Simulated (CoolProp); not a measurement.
Saturation properties of R124 (Tc = 395.4 K, pc = 36.24 bar, ω = 0.288).

Model: reference Helmholtz-energy equation of state, de Vries 1995, in CoolProp.

| T (K) | p (bar) | liquid cp (kJ/(kg K)) | surface tension (mN/m) |
|---|---|---|---|
| 257.3 | 0.8585 | 1.056 | 14.7 |
| 260.7 | 0.9927 | 1.061 | 14.3 |
| 264 | 1.138 | 1.067 | 13.8 |
| 267.4 | 1.305 | 1.073 | 13.4 |
| 270.8 | 1.491 | 1.079 | 13.0 |
| 274.1 | 1.690 | 1.085 | 12.6 |
| 277.5 | 1.915 | 1.091 | 12.2 |
| 280.9 | 2.164 | 1.098 | 11.7 |
| 284.2 | 2.428 | 1.104 | 11.3 |
| 287.6 | 2.725 | 1.111 | 10.9 |
| 291 | 3.049 | 1.118 | 10.5 |
| 294.3 | 3.392 | 1.126 | 10.1 |
| 297.7 | 3.774 | 1.134 | 9.71 |
| 301.1 | 4.187 | 1.142 | 9.31 |
| 304.5 | 4.635 | 1.150 | 8.91 |

It boils at 261.2 K under 1 atm.

Surface tension comes from a separate correlation (Mulero 2012).
